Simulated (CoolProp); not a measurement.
A single-stage vapour-compression cycle with hydrogen chloride: evaporating at 206.15 K (dew point), condensing at 258.15 K (bubble point), superheat 10 K, subcooling 8 K, compressor efficiency 0.7, no pressure losses. Each further row changes one setting.

Model: reference Helmholtz-energy equation of state, Thol 2018, in CoolProp.

| case | cooling COP | pressure ratio | discharge temperature (K) | refrigerating effect (kJ/kg) | volumetric capacity (kJ/m³) |
|---|---|---|---|---|---|
| as stated | 2.10 | 6.72 | 430.5 | 356 | 1930 |
| evaporating temperature 211.15 K | 2.45 | ? | ? | 358 | 2400 |
| condensing temperature 253.15 K | 2.39 | 5.79 | ? | 365 | 1980 |
| subcooling 13 K | 2.16 | 6.72 | 430.5 | 365 | 1980 |
| superheat 20 K | ? | 6.72 | 452.2 | 365 | 1880 |
| compressor efficiency 0.6 | 1.80 | 6.72 | 464.1 | 356 | 1930 |

Task: Some entries are withheld; supply them.

Result: 
- evaporating temperature 211.15 K, pressure ratio: 5.36
- evaporating temperature 211.15 K, discharge temperature (K): 406.2
- condensing temperature 253.15 K, discharge temperature (K): 409.1
- superheat 20 K, cooling COP: 2.04
